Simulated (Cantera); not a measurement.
Charge: 1 mol TEOS, 2.2 mol O3, 7.7 mol N2, 7.2 mol N2O, at 1748 K and 0.135 Torr.

Cantera equilibrium calculation (NASA polynomials, part measured and part estimated; ideal gas, pure solids and liquids). Candidate condensed phases: C, C6H6, C7H8, C8H18, H2O, Si, SiC, SiO2, Si2N2O, Si3N4; 151 gas species. The feed counts by its element totals alone. The tables hold silica as quartz up to 1696 K and as liquid above; real silica turns to tridymite and cristobalite and melts near 1996 K. Kinetics and transport are ignored.

Base state: N2 0.450, CO 0.176, H2O 0.172, H2 0.127, CO2 0.0661, H 0.00606, SiO 0.00315, OH 0.000481 (mole fractions); condensed: SiO2(condensed).

Task: What changes in the equilibrium state with this change: temperature from 1748 K to 1400 K?

Result: 
| species | before | after |
|---|---|---|
| N2 | 0.450 | 0.453 |
| CO | 0.176 | 0.163 |
| H2O | 0.172 | 0.157 |
| H2 | 0.127 | 0.147 |
| CO2 | 0.0661 | 0.0802 |
| SiO | 0.00315 | 4.00e-7 |
| O2 | 1.10e-5 | 1.29e-9 |
| O | 1.81e-5 | 2.54e-9 |
| NO | 1.89e-5 | 4.31e-8 |
| OH | 0.000481 | 2.95e-6 |
| SiO2(condensed), mol | 0.895 | 0 |
| SiO2(β-quartz), mol | 0 | 1.000 |

Task: What changes in the equilibrium state with this change: N2O from 7.2 to 0.37 mol?

Result: 
| species | before | after |
|---|---|---|
| H2 | 0.127 | 0.316 |
| N2 | 0.450 | 0.300 |
| CO | 0.176 | 0.285 |
| H2O | 0.172 | 0.0503 |
| SiO | 0.00315 | 0.0269 |
| CO2 | 0.0661 | 0.0125 |
| O2 | 1.10e-5 | 1.50e-7 |
| NO | 1.89e-5 | 1.81e-6 |
| O | 1.81e-5 | 2.12e-6 |
| OH | 0.000481 | 8.89e-5 |
| H | 0.00606 | 0.00958 |
| SiO2(condensed), mol | 0.895 | 0.275 |

Task: What changes in the equilibrium state with this change: TEOS replaced by HMDSO?

Result: 
```json
[
 {"species": "N2", "before": "0.450", "after": "0.494"},
 {"species": "H2", "before": "0.127", "after": "0.166"},
 {"species": "CO", "before": "0.176", "after": "0.164"},
 {"species": "H2O", "before": "0.172", "after": "0.129"},
 {"species": "CO2", "before": "0.0661", "after": "0.0353"},
 {"species": "SiO", "before": "0.00315", "after": "0.00550"},
 {"species": "O2", "before": "1.10e-5", "after": "3.60e-6"},
 {"species": "O", "before": "1.81e-5", "after": "1.04e-5"},
 {"species": "NO", "before": "1.89e-5", "after": "1.14e-5"},
 {"species": "OH", "before": "0.000481", "after": "0.000315"},
 {"species": "SiO2(condensed), mol", "before": "0.895", "after": "1.83"}
]
```
